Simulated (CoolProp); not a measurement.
Vapour-liquid equilibrium of ethanol (1) + dimethyl carbonate (2) at 401.9 K; x and y are mole fractions of (1).

Model: multi-fluid Helmholtz-energy mixture model, Schroeder 2014 and Zhou 2011; pair parameters Bell 2016, in CoolProp.

```
x     bubble pressure (MPa)  y at the bubble point  dew pressure at overall composition x (MPa)  liquid density (mol/L)
----  ---------------------  ---------------------  -------------------------------------------  ----------------------
0.05                 0.3460                  0.159                                       0.3149                   10.30
0.2                  0.4432                  0.418                                       0.3590                   10.71
0.35                 0.5039                  0.551                                       0.4142                   11.20
0.5                  0.5414                  0.640                                       0.4804                   11.79
0.65                 0.5641                  0.717                                       0.5451                   12.50
0.8                  0.5740                  0.805                                       0.5738                   13.35
0.95                 0.5642                  0.936                                       0.5620                   14.37
```

y crosses x between x = 0.8 and 0.95: the model has an azeotrope there.

Pair parameters are fitted to limited data, so mixtures are less certain than the pure fluids.
